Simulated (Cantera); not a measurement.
Input (Python, Cantera) and output of one run.

```python
import numpy as np
import cantera as ct

gas_names = """
    H H2 Ti
""".split()
cond_names = """
    Ti(a) Ti(b) Ti(L)
""".split()


def load(file, names, dense=False):
    # The tables refer to 1 bar. Condensed volumes are neglected.
    table = {s.name: s for s in ct.Species.list_from_file(file)}
    out = []
    for n in names:
        d = dict(table[n].input_data)
        d["thermo"] = dict(d["thermo"], **{"reference-pressure": 1e5})
        if dense:
            d["equation-of-state"] = {"model": "constant-volume", "density": "1e6 g/cm^3"}
        out.append(ct.Species.from_dict(d))
    return out


gas = ct.Solution(thermo="ideal-gas", species=load("nasa_gas.yaml", gas_names))
cond = {s.name: ct.Solution(thermo="fixed-stoichiometry", species=[s], name=s.name)
        for s in load("nasa_condensed.yaml", cond_names, dense=True)}
atoms = {
    'Ti': {'Ti': 1},
    'H2': {'H': 2},
}
top_T = {}  # K; cautious upper limits of use, not melting points


def equilibrate(T, P, feed):
    n = {}
    for name, mol in feed.items():
        for a, k in atoms[name].items():
            n[a] = n.get(a, 0.0) + k * mol
    gas.TPX = T, P, n
    mass = sum(n.values()) * gas.mean_molecular_weight
    gas.equilibrate("TP")
    valid = [c for c in cond.values() if c.min_temp <= T <= top_T.get(c.name, c.max_temp)]
    mix = ct.Mixture([(gas, mass / gas.mean_molecular_weight)] + [(c, 0.0) for c in valid])
    mix.T, mix.P = T, P
    mix.equilibrate("TP", solver="vcs", rtol=1e-11, max_steps=5000)
    return mix


results = []
feed = {'Ti': 1, 'H2': 5.2}  # mol
T = 2200  # K
P = 3000  # Pa
mix = equilibrate(T, P, feed)
results.append((T, P, feed, dict(zip(mix.species_names, mix.species_moles))))
print(gas.report(threshold=1e-05))
for i in range(1, mix.n_phases):
    print(f"{mix.phase(i).name:16s} {mix.phase_moles(i):12.5e} mol")
```

Result:

```
       temperature   2200 K
          pressure   3000 Pa
           density   0.00035231 kg/m^3
  mean mol. weight   2.1481 kg/kmol
   phase of matter   gas

                          1 kg             1 kmol
                     ---------------   ---------------
          enthalpy         3.158e+07        6.7839e+07  J
   internal energy        2.3065e+07        4.9547e+07  J
           entropy          1.03e+05        2.2127e+05  J/K
    Gibbs function       -1.9503e+08       -4.1895e+08  J
 heat capacity c_p             15996             34362  J/K
 heat capacity c_v             12125             26047  J/K

                      mass frac. Y      mole frac. X     chem. pot. / RT
                     ---------------   ---------------   ---------------
                 H          0.014985          0.031934           -11.666
                H2           0.90515           0.96448           -23.331
                Ti          0.079865         0.0035841           -7.9834

Ti(L)             9.80991e-01 mol
```

Cantera equilibrium calculation (NASA polynomials, part measured and part estimated; ideal gas, pure solids and liquids).
